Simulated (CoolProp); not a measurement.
Properties of propylene along the isotherm 391.2 K.

The numbers come from the reference Helmholtz-energy equation of state, Lemmon 2013 in CoolProp.

```
p (MPa)  phase  viscosity (µPa s)  fugacity coefficient
-------  -----  -----------------  --------------------
0.0072     gas               11.2                0.9996
0.0106     gas               11.2                0.9994
0.0155     gas               11.2                0.9991
0.0228     gas               11.2                0.9986
0.0334     gas               11.2                0.9980
0.0491     gas               11.2                0.9970
0.072      gas               11.2                0.9957
0.106      gas               11.2                0.9936
0.155      gas               11.2                0.9907
0.228      gas               11.3                0.9863
0.334      gas               11.3                0.9800
0.491      gas               11.3                     ?
0.72       gas                  ?                     ?
1.06       gas                  ?                     ?
1.55       gas               11.8                0.9085
2.28       gas                  ?                     ?
```

Fill in the missing entries.


- 0.491, fugacity coefficient: 0.9706
- 0.72, viscosity (µPa s): 11.4
- 0.72, fugacity coefficient: 0.9570
- 1.06, viscosity (µPa s): 11.5
- 1.06, fugacity coefficient: 0.9370
- 2.28, viscosity (µPa s): 12.2
- 2.28, fugacity coefficient: 0.8666

Viscosity comes from a separate model (Huber 2003), an estimate that may be off by 10 % or more.
